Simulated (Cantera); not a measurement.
An adiabatic, constant-volume homogeneous reactor starts with H2 : O2 : N2 : H2O = 1 : 0.649 : 2.44 : 0.27 (molar parts), equivalence ratio 0.77, at 1148 K and 19.0 bar. Integrator tolerance rtol = 1e-08.

Computed with Cantera and GRI-Mech 3.0 (53 species, 325 reactions). The hydrogen kinetics of GRI-Mech 3.0 are dated; newer H2 mechanisms differ, most at raised pressure. The pressure lies above the range GRI-Mech 3.0 was tuned for (to about 10 atm).

```
quantity                                                            before                                    after
---------------------------------  ---------------------------------------  ---------------------------------------
time of steepest temperature rise                                 0.421 ms                                  2.49 µs
temperature at 0.100 s                                              2877 K                                   3020 K
equilibrium temperature                                             2877 K                                   3020 K
x(H2) at 0.100 s                   0.00795 (gas-phase equilibrium 0.00795)    0.0138 (gas-phase equilibrium 0.0138)
x(O2) at 0.100 s                     0.0303 (gas-phase equilibrium 0.0303)    0.0297 (gas-phase equilibrium 0.0297)
x(H2O) at 0.100 s                      0.308 (gas-phase equilibrium 0.308)      0.296 (gas-phase equilibrium 0.296)
x(NO2) at 0.100 s                  2.17e-5 (gas-phase equilibrium 2.17e-5)  2.09e-5 (gas-phase equilibrium 2.09e-5)
x(N2O) at 0.100 s                  4.49e-6 (gas-phase equilibrium 4.49e-6)  4.87e-6 (gas-phase equilibrium 4.87e-6)
x(OH) at 0.100 s                     0.0171 (gas-phase equilibrium 0.0171)    0.0240 (gas-phase equilibrium 0.0240)
x(H) at 0.100 s                    0.00147 (gas-phase equilibrium 0.00147)  0.00333 (gas-phase equilibrium 0.00333)
```

Question: What was changed between the two runs?
A) initial temperature 1148 to 1725 K
B) initial temperature 1148 to 1448 K
C) initial temperature 1148 to 1475 K
D) pressure from 19.0 bar to 5.00 bar

Answer: B, initial temperature 1148 to 1448 K
